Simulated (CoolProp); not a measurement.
Vapour-liquid equilibrium of p-xylene (1) + n-undecane (2) at 314.3 K; x and y are mole fractions of (1).

Values from CoolProp's multi-fluid Helmholtz-energy mixture model, Zhou 2012 and Aleksandrov 2011; pair parameters Bell 2016.

| x | bubble pressure (bar) | y at the bubble point | dew pressure at overall composition x (bar) | liquid density (mol/L) |
|---|---|---|---|---|
| 0.05 | 0.003157 | 0.448 | 0.001922 | 4.738 |
| 0.2 | 0.007122 | 0.794 | 0.002254 | 5.080 |
| 0.35 | 0.01107 | 0.892 | 0.002725 | 5.467 |
| 0.5 | 0.01500 | 0.938 | 0.003444 | 5.907 |
| 0.65 | 0.01893 | 0.966 | 0.004678 | 6.412 |
| 0.8 | 0.02287 | 0.984 | 0.007288 | 6.996 |
| 0.95 | 0.02683 | 0.997 | 0.01644 | 7.682 |

No azeotrope shows between x = 0.05 and 0.95.

Pair parameters are fitted to limited data, so mixtures are less certain than the pure fluids.
